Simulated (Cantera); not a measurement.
Charge: 1 mol SiHCl3, 49 mol H2, at 1625 K and 0.510 bar.

Cantera equilibrium calculation (NASA polynomials, part measured and part estimated; ideal gas, pure solids and liquids). Candidate condensed phases: Si; 19 gas species. The tables' values for SiCl3 are old estimates; treat these amounts as uncertain. Kinetics and transport are ignored.

Base state: H2 0.949, HCl 0.0436, SiCl2 0.00701, SiCl3 0.000266, H 9.62e-5, SiHCl3 7.97e-5, SiH2Cl2 4.57e-5, SiCl4 2.35e-5 (mole fractions); condensed: Si(s).

What changes in the equilibrium state with this change: SiHCl3 replaced by Si3H8?


```csv
species,before,after
H2,0.949,1.000
H,9.62e-5,9.88e-5
HCl,0.0436,0
SiCl2,0.00701,0
SiCl3,0.000266,0
SiHCl3,7.97e-5,0
"Si(s), mol",0.620,3.00
```
The feed counts by its element totals alone.
